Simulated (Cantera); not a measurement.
**Equilibrium for halide evaporation, hydrolysis and transport: CuF2 + H2**

A closed system holds: 1 mol CuF2, 1.1 mol H2, equilibrated at 0.0975 Torr.

These are equilibrium values from Cantera (NASA tables, ideal gas, pure condensed phases), not measurements of a reactor. Candidate condensed phases: Cu, CuF2; 15 gas species. Kinetics and transport are ignored.

```csv
T (K),x HF,x Cu,x H2,x H,x CuF,n Cu(s),n Cu(l)
773,0.952,<1e-12,0.0476,1.74e-11,2.28e-11,1.00,0
873,0.952,3.48e-10,0.0476,8.95e-10,2.24e-9,1.00,0
973,0.952,3.94e-8,0.0476,2.07e-8,8.52e-8,1.00,0
1073,0.952,1.83e-6,0.0476,2.68e-7,1.63e-6,1.000,0
1173,0.952,4.39e-5,0.0476,2.26e-6,1.87e-5,1.000,0
1273,0.952,0.000634,0.0477,1.37e-5,0.000146,0.998,0
1373,0.945,0.00608,0.0477,6.38e-5,0.000819,0,0.985
1473,0.909,0.0398,0.0472,0.000241,0.00329,0,0.906
1573,0.743,0.204,0.0422,0.000732,0.00980,0,0.432
1673,0.638,0.314,0.0364,0.00190,0.00985,0,0
1773,0.639,0.315,0.0338,0.00459,0.00755,0,0
1873,0.638,0.316,0.0303,0.00986,0.00605,0,0
1973,0.635,0.315,0.0253,0.0188,0.00514,0,0
```
x: gas mole fraction; n: condensed amount in mol.

From 773 K to 1273 K the condensed part is Cu(s). From 1373 K to 1573 K the condensed part is Cu(l). From 1673 K to 1973 K nothing is condensed.
